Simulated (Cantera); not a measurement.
Input: 1 mol Si, 0.91 mol Cl2, 0.25 mol H2, equilibrated at 1900000 Pa.

Method: chemical equilibrium by Gibbs-energy minimisation in Cantera with the NASA 1993 tables (ideal gas, pure condensed phases). Candidate condensed phases: Si; 19 gas species. The tables' values for SiCl3 are old estimates; treat these amounts as uncertain. Rates play no part.

x: gas mole fraction; n: condensed amount in mol.

```json
[
 {"T (K)": "598", "x SiCl4": "0.501", "x H2": "0.250", "x SiHCl3": "0.244", "x SiH2Cl2": "___", "x HCl": "1.35e-5", "n Si(s)": "0.503"},
 {"T (K)": "673", "x SiCl4": "0.505", "x H2": "0.252", "x SiHCl3": "0.236", "x SiH2Cl2": "___", "x HCl": "6.80e-5", "n Si(s)": "0.504"},
 {"T (K)": "748", "x SiCl4": "0.509", "x H2": "0.254", "x SiHCl3": "0.230", "x SiH2Cl2": "___", "x HCl": "0.000247", "n Si(s)": "0.504"},
 {"T (K)": "823", "x SiCl4": "0.512", "x H2": "0.255", "x SiHCl3": "0.224", "x SiH2Cl2": "0.00823", "x HCl": "0.000705", "n Si(s)": "0.505"},
 {"T (K)": "898", "x SiCl4": "0.514", "x H2": "0.257", "x SiHCl3": "0.218", "x SiH2Cl2": "0.00876", "x HCl": "0.00168", "n Si(s)": "0.506"},
 {"T (K)": "973", "x SiCl4": "0.516", "x H2": "0.257", "x SiHCl3": "0.213", "x SiH2Cl2": "0.00919", "x HCl": "0.00350", "n Si(s)": "0.507"},
 {"T (K)": "1048", "x SiCl4": "0.516", "x H2": "0.257", "x SiHCl3": "0.208", "x SiH2Cl2": "0.00952", "x HCl": "0.00652", "n Si(s)": "0.508"}
]
```

Task: What belongs in the gaps?

Result: 
- 598, x SiH2Cl2: 0.00590
- 673, x SiH2Cl2: 0.00682
- 748, x SiH2Cl2: 0.00759
